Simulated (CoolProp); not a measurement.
Properties of tetrahydrofuran at several states.

The numbers come from the reference Helmholtz-energy equation of state, Fiedler 2023 in CoolProp.

```tsv
T (K)	p (MPa)	phase	Z	cp (kJ/(kg K))	cv (kJ/(kg K))	speed of sound (m/s)	isothermal compressibility (1/MPa)	fugacity coefficient
411.6	0.0765	gas	0.9884	1.536	1.415	224.3	13.23	0.9885
403.7	0.0529	gas	0.9915	1.503	1.384	223.0	19.07	0.9916
334.9	1.82	liquid	0.05594	1.863	1.320	1115	0.001346	0.04992
```
